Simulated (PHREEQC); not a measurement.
Consider water at 25 °C with 2.8 mol NaCl, 0.059 mol H3BO3 and 2.9 mol MgCl2 per kg of water. Closed to the air; pH follows from the charge balance.

Equilibrium calculation in PHREEQC: Pitzer model, pitzer.dat.

| quantity | before | after |
|---|---|---|
| pH | 2.78 | 3.86 |
| MgOH+ (mol/kgw) | 2.26e-7 | 2.71e-6 |
| SI of Halite (NaCl) | +0.51 | +0.51 |
| SI of Bischofite (MgCl2:6H2O) | -1.61 | -1.62 |

Problem. Which change was made?
A) H3BO3 left out
B) H3BO3 from 0.059 to 0.295 mol/kgw
C) diluted 2-fold with water

Solution. A, H3BO3 left out

No solid was allowed to form. Some of these states are supersaturated (in Halite, for instance). In brines, pH and single-ion activities rest on the MacInnes convention.
